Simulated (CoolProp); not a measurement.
R22 along the isobar 6700 kPa: fugacity coefficient from the reference equation and from simpler models built on Tc = 96.1 °C, pc = 4990 kPa, ω = 0.221; each cubic takes its own stable root.

The numbers come from the reference Helmholtz-energy equation of state, Kamei 1995 in CoolProp.

| T (°C) | phase | reference | Redlich-Kwong | Soave-Redlich-Kwong | Peng-Robinson |
|---|---|---|---|---|---|
| 80.35 | liquid | 0.4278 | 0.4559 | 0.4430 | 0.4244 |
| 101.25 | supercritical | 0.5510 | 0.5600 | 0.5640 | 0.5408 |
| 122.15 | supercritical | 0.6507 | 0.6448 | 0.6586 | 0.6317 |
| 143.15 | supercritical | 0.7132 | 0.7014 | 0.7206 | 0.6924 |
| 164.05 | supercritical | 0.7602 | 0.7443 | 0.7681 | 0.7394 |
| 184.95 | supercritical | 0.7981 | 0.7792 | 0.8067 | 0.7781 |
| 205.95 | supercritical | 0.8294 | 0.8083 | 0.8389 | 0.8106 |
| 226.85 | supercritical | 0.8554 | 0.8328 | 0.8657 | 0.8380 |
